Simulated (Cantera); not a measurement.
Charge: 1 mol SiO2, 1.4 mol CO, 0.4 mol N2, held at 49.0 Pa.

Method: chemical equilibrium by Gibbs-energy minimisation in Cantera with the NASA 1993 tables (ideal gas, pure condensed phases). Candidate condensed phases: C, Si, SiC, SiO2, Si2N2O, Si3N4; 34 gas species. The tables hold silica as quartz up to 1696 K and as liquid above; real silica turns to tridymite and cristobalite and melts near 1996 K. Rates play no part.

What share of the Si ends up in condensed phases as a function of T (K), at 1423, 1523, 1623, 1723, 1823, 1923, 2023, 2123, 2223?


```
T (K)  Si condensed (%)               as
-----  ----------------  ---------------
1423               99.9   SiO2(β-quartz)
1523               99.7   SiO2(β-quartz)
1623               99.1   SiO2(β-quartz)
1723               97.4  SiO2(condensed)
1823               93.3  SiO2(condensed)
1923               84.5  SiO2(condensed)
2023               67.5          SiO2(l)
2123               34.0          SiO2(l)
2223                0.0                -
```
